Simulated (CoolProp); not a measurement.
The numbers come from the reference Helmholtz-energy equation of state, Bücker 2006 in CoolProp.

**Question.** Give the vapour pressure (bar), liquid cp (kJ/(kg K)), vapour Z, surface tension (mN/m) of saturated isobutane at 236, 305.9 K.

**Answer.** 
```json
[
 {"T (K)": "236", "p (bar)": "0.331", "liquid cp (kJ/(kg K))": "2.11", "vapour Z": "0.982", "surface tension (mN/m)": "17.2"},
 {"T (K)": "305.9", "p (bar)": "4.37", "liquid cp (kJ/(kg K))": "2.48", "vapour Z": "0.885", "surface tension (mN/m)": "9.15"}
]
```

Surface tension comes from a separate correlation (Mulero 2012).
